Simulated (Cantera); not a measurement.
Charge: 1 mol C2H6, 0.22 mol O2, 35 mol H2, 0.77 mol H2O.

Equilibrium computed with Cantera from the NASA thermochemical tables; the gas is ideal and each condensed phase is pure. Candidate condensed phases: C, C6H6, C7H8, C8H18, H2O; 110 gas species. The ideal-gas law is rough above about 30 bar. Equilibrium is a limit: real reactors are often held back by kinetics, nucleation or transport.

Task: What condenses at these points (T in K, P in Pa): (2223, 10000000); (2373, 2500000); (1023, 10000); (2373, 10000); (1023, 40)?

Result: 
```tsv
T (K)	P in Pa	condensed phases	C condensed (%)
2223	10000000	gas only	0.0
2373	2500000	C	6.3
1023	10000	C	27.3
2373	10000	C	16.1
1023	40	C	39.5
```
